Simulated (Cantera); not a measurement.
An isothermal, constant-pressure homogeneous reactor starts with 0.606 % H2, 68.1 % O2, 31.3 % N2, equivalence ratio 0.0044, at 1125 K and 10.00 Torr.

Detailed kinetics in Cantera: the H2/O2 subset of GRI-Mech 3.0, which has no nitrogen chemistry. Radical loss at walls, strong at low pressure, is not modelled.

One state of this run: x H2 = 1.23e-8; x O2 = 0.680; x HO2 = 5.74e-9; x H = 3.26e-9; x H2O = 0.00607. x: mole fraction; the columns are a selection and need not sum to one.

Task: Which value of t (s) does it belong to?
A. 3.56
B. 0.000112
C. 0.000632
D. 20.0

Result: D, 20.0
